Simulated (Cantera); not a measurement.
Gas-phase reforming

An isothermal, constant-pressure homogeneous reactor starts with 43.5 % CH₄, 56.5 % H₂O, at 1300 K and 1.01 bar.

Model: GRI-Mech 3.0 (53 species, 325 reactions), integrated in Cantera.

| t (s) | x CH₄ | x H₂O | x CH₂CO | x CO | x HCO | x C₂H₆ |
|---|---|---|---|---|---|---|
| 8.00e-5 | 0.435 | 0.565 | <1e-12 | <1e-12 | <1e-12 | 3.94e-10 |
| 0.000258 | 0.435 | 0.565 | <1e-12 | <1e-12 | <1e-12 | 1.29e-8 |
| 0.000830 | 0.435 | 0.565 | <1e-12 | <1e-12 | <1e-12 | 3.65e-7 |
| 0.00267 | 0.435 | 0.565 | <1e-12 | 1.68e-11 | <1e-12 | 4.80e-6 |
| 0.00862 | 0.435 | 0.565 | <1e-12 | 3.97e-10 | <1e-12 | 2.32e-5 |
| 0.0278 | 0.435 | 0.565 | 1.09e-12 | 6.28e-9 | <1e-12 | 8.04e-5 |
| 0.0894 | 0.434 | 0.565 | 1.02e-10 | 1.12e-7 | <1e-12 | 0.000238 |
| 0.288 | 0.432 | 0.565 | 1.06e-8 | 1.92e-6 | 1.42e-12 | 0.000487 |
| 0.928 | 0.426 | 0.563 | 4.19e-7 | 1.54e-5 | 2.06e-12 | 0.000527 |
| 2.99 | 0.407 | 0.556 | 3.30e-6 | 9.76e-5 | 2.04e-12 | 0.000410 |
| 9.63 | 0.357 | 0.536 | 7.90e-6 | 0.000666 | 2.31e-12 | 0.000253 |
| 31.0 | 0.266 | 0.499 | 1.14e-5 | 0.00344 | 6.81e-12 | 0.000229 |
| 100 | 0.228 | 0.451 | 8.79e-6 | 0.0128 | 3.05e-11 | 0.000298 |
x: mole fraction; the columns are a selection and need not sum to one.

Equilibrium at this temperature and pressure: CH₄ 9.53e-5, H₂O 0.0593, CH₂CO 8.85e-11, CO 0.222, HCO 8.44e-10, C₂H₆ 1.75e-11 (gas phase only).
